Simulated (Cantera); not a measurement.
A closed system holds: 1 mol Cr2O3, 2800 mol H2, a varied amount of N2, at 0.133 bar.

Equilibrium computed with Cantera from the NASA thermochemical tables; the gas is ideal and each condensed phase is pure. Candidate condensed phases: Cr, CrN, Cr2N, Cr2O3, H2O; 29 gas species. Mutual solubility and eutectic melting of coexisting phases are not modelled. Equilibrium is a limit: real reactors are often held back by kinetics, nucleation or transport.

Stable condensed phases, one row left out:

```
T in K \ n(N2) in mol
         5.9   8  11  15  20  28  38  52
   1625    A   A   A   A   A   A   A   A
   1550    A   A   A   A   A   A   A   A
   1475    B   B   B   B   B   B   B   B
   1400    B   B   B   B   B   B   B   B
   1325    B   B   B   B   B   B   B   B
   1250    B   B   B   B   B   C   C   C
   1175    B   C   C   C   C   C   C   C
   1100    C   C   C   C   C   C   C   C
    950    C   D   D   D   D   D   D   D
```

A: Cr; B: Cr + Cr2O3; C: Cr2N + Cr2O3; D: CrN + Cr2O3.

**Question.** Give the row for 1025 K.

**Answer.** 5.9: Cr2N + Cr2O3; 8: Cr2N + Cr2O3; 11: Cr2N + Cr2O3; 15: Cr2N + Cr2O3; 20: Cr2N + Cr2O3; 28: Cr2N + Cr2O3; 38: Cr2N + Cr2O3; 52: CrN + Cr2O3.
